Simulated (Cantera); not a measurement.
Mixture: 1.86 % C3H8, 18.2 % O2, 68.7 % N2, 11.2 % H2O, at 1.01 bar, adiabatic and at constant volume. Ignition delay is the time to a rise of 400 K.

Computed with Cantera and GRI-Mech 3.0 (53 species, 325 reactions). GRI-Mech 3.0 was tuned for natural gas; its chemistry of propane as a main component is partial and can be far from experiment.

Question: Predict: delay at 1250 K; delay at 1450 K; delay at 1650 K; delay at 1850 K; apparent activation energy between 1750 and 1950 K.

Answer: delay at 1250 K: 2.26 ms
delay at 1450 K: 0.118 ms
delay at 1650 K: 22.8 µs
delay at 1850 K: 9.60 µs
apparent activation energy between 1750 and 1950 K: 87 kJ/mol
